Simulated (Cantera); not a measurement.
Charge: 1 mol CuO, 0.33 mol CH4, 0.31 mol H2, at 900 Pa.

Method: chemical equilibrium by Gibbs-energy minimisation in Cantera with the NASA 1993 tables (ideal gas, pure condensed phases). Candidate condensed phases: C, C6H6, C7H8, C8H18, Cu, CuO, Cu(OH)2, Cu2O, H2O; 113 gas species. Kinetics and transport are ignored. All values below are at 2250 K.

Base state: Cu 0.425, H2O 0.243, H2 0.151, CO 0.108, CO2 0.0321, H 0.0304, OH 0.00737, O 0.00102 (mole fractions); condensed: gas only.

Q: What changes in the equilibrium state with this change: pressure from 900 Pa to 11000 Pa?

A: 
```csv
species,before,after
H2O,0.243,0.311
Cu,0.425,0.306
H2,0.151,0.194
H,0.0304,0.00986
CO,0.108,0.134
CO2,0.0321,0.0395
O2,0.000693,5.59e-5
O,0.00102,8.32e-5
Cu2,0.000420,0.00266
OH,0.00737,0.00237
"Cu(l), mol",0,0.409
```
